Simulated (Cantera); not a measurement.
An isothermal, constant-pressure homogeneous reactor starts with H₂ : O₂ : N₂ = 0.34 : 1 : 2.9 (molar parts), at 1375 K and 1.00 bar.

Computed with Cantera and the H2/O2 subset of GRI-Mech 3.0, which has no nitrogen chemistry. The temperature is held fixed by assumption; the heat of reaction is taken as removed at once.

One state of this run: x H₂ = 5.69e-8; x O₂ = 0.204; x H = 8.23e-10; x O = 2.89e-7; x H₂O₂ = 3.56e-9. x: mole fraction; the columns are a selection and need not sum to one.

### Question
Which value of t (s) does it belong to?
A. 0.00140
B. 53.5
C. 0.000374
D. 0.00523

### Answer
B, 53.5
